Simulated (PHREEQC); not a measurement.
1 kg of water holding 0.004 mol/kgw NaCl, 0.22 mol/kgw CaCl2 and 0.0033 mol/kgw KCl is evaporated at 75 °C; the solids stay in contact with the brine. No CO2 enters from the air. The run lets Halite, Portlandite, Sylvite precipitate or redissolve, and no other solid.

Base run: PHREEQC, Pitzer model, pitzer.dat. Each further column changes one thing. The table gives water activity.

```
H2O removed (mol)   base  temperature from 75 to 5 °C  temperature from 75 to 50 °C
-----------------  -----  ---------------------------  ----------------------------
0                  0.990                        0.990                         0.990
18.01              0.985                        0.984                         0.984
30.18              0.977                        0.976                         0.976
34.69              0.971                        0.970                         0.971
41.44              0.955                        0.952                         0.954
46.01              0.927                        0.921                         0.924
49.09              0.876                        0.865                         0.871
50.23              0.837                        0.821                         0.830
51.94              0.718                        0.686                         0.704
53.1               0.527                        0.473                         0.502
```

Away from 25 °C the constants follow the database's enthalpies or fits; those with neither stay at their 25 °C values.
